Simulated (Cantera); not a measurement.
Charge: 1 mol Si2Cl6, 6.8 mol NH3, 10 mol N2, equilibrated at 0.00133 bar.

These are equilibrium values from Cantera (NASA tables, ideal gas, pure condensed phases), not measurements of a reactor. Candidate condensed phases: NH4Cl, Si, Si3N4; 28 gas species. The feed counts by its element totals alone. The tables' values for SiCl, SiCl3, SiN are old estimates; treat these amounts as uncertain. The numbers say what is thermodynamically allowed, not how fast it happens. All values below are at 1748 K.

Base state: N2 0.502, H2 0.338, HCl 0.0839, SiCl2 0.0694, H 0.00364, Si 0.00109, Cl 0.000697, SiCl 0.000684 (mole fractions); condensed: Si(l).

### Question
What changes in the equilibrium state with this change: pressure from 0.00133 bar to 0.0660 bar?

### Answer
| species | before | after |
|---|---|---|
| N2 | 0.502 | 0.494 |
| H2 | 0.338 | 0.323 |
| HCl | 0.0839 | 0.136 |
| SiCl2 | 0.0694 | 0.0443 |
| Si | 0.00109 | 5.14e-6 |
| Si2N | 2.50e-5 | 1.92e-7 |
| SiCl4 | 1.40e-6 | 0.000121 |
| SiHCl3 | 1.24e-6 | 6.35e-5 |
| Si(l), mol | 0.0912 | 0 |
| Si3N4(s), mol | 0 | 0.265 |
The tables' values for SiCl3, SiCl are old estimates; treat these amounts as uncertain.
